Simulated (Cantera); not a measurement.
# Ignition delay

Mixture: CO : H2 : O2 : N2 = 1 : 0.05 : 0.438 : 1.65 (molar parts), at 750 Torr, adiabatic and at constant pressure. Ignition delay is the time to a rise of 400 K.

Cantera simulation using GRI-Mech 3.0 (53 species, 325 reactions); the numbers are that mechanism's predictions, not measurements. Below about 950 K walls govern HO2 and H2O2 in real vessels. Where the delays flatten at high temperature, the 400 K rule measures the pace of heat release, not the induction time.

```tsv
T0 (K)	delay (ms)
850	305
950	3.62
1050	0.426
1150	0.202
1250	0.135
1350	0.106
1450	0.0923
1550	0.0869
1650	0.0868
```
